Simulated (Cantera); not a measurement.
A Cantera script and what it prints.

```python
import numpy as np
import cantera as ct

gas_names = """
    B BH BH2 BH3 B2 H H2
""".split()
cond_names = """
    B(b) B(L)
""".split()


def load(file, names, dense=False):
    # The tables refer to 1 bar. Condensed volumes are neglected.
    table = {s.name: s for s in ct.Species.list_from_file(file)}
    out = []
    for n in names:
        d = dict(table[n].input_data)
        d["thermo"] = dict(d["thermo"], **{"reference-pressure": 1e5})
        if dense:
            d["equation-of-state"] = {"model": "constant-volume", "density": "1e6 g/cm^3"}
        out.append(ct.Species.from_dict(d))
    return out


gas = ct.Solution(thermo="ideal-gas", species=load("nasa_gas.yaml", gas_names))
cond = {s.name: ct.Solution(thermo="fixed-stoichiometry", species=[s], name=s.name)
        for s in load("nasa_condensed.yaml", cond_names, dense=True)}
atoms = {
    'B': {'B': 1},
    'H2': {'H': 2},
}
top_T = {}  # K; cautious upper limits of use, not melting points


def equilibrate(T, P, feed):
    n = {}
    for name, mol in feed.items():
        for a, k in atoms[name].items():
            n[a] = n.get(a, 0.0) + k * mol
    gas.TPX = T, P, n
    mass = sum(n.values()) * gas.mean_molecular_weight
    gas.equilibrate("TP")
    valid = [c for c in cond.values() if c.min_temp <= T <= top_T.get(c.name, c.max_temp)]
    mix = ct.Mixture([(gas, mass / gas.mean_molecular_weight)] + [(c, 0.0) for c in valid])
    mix.T, mix.P = T, P
    mix.equilibrate("TP", solver="vcs", rtol=1e-11, max_steps=5000)
    return mix


results = []
feed = {'B': 1, 'H2': 43}  # mol
T = 1475  # K
P = 100000  # Pa
mix = equilibrate(T, P, feed)
results.append((T, P, feed, dict(zip(mix.species_names, mix.species_moles))))
x = sorted(zip(gas.X, gas.species_names), reverse=True)
print(f"T = {T:g} K  P = {P:g} Pa  gas = {mix.phase_moles(0):.4g} mol")
print("   x: " + "  ".join(f"{s} {v:.3e}" for v, s in x if v > 1e-05))
print("   condensed (mol): " + ("  ".join(f"{mix.phase(i).name} {mix.phase_moles(i):.4g}"
      for i in range(1, mix.n_phases) if mix.phase_moles(i) > 1e-12) or "none"))
```

Output:

```
T = 1475 K  P = 100000 Pa  gas = 43 mol
   x: H2 1.000e+00  H 1.297e-05
   condensed (mol): B(b) 0.9994
```

Equilibrium computed with Cantera from the NASA thermochemical tables; the gas is ideal and each condensed phase is pure.
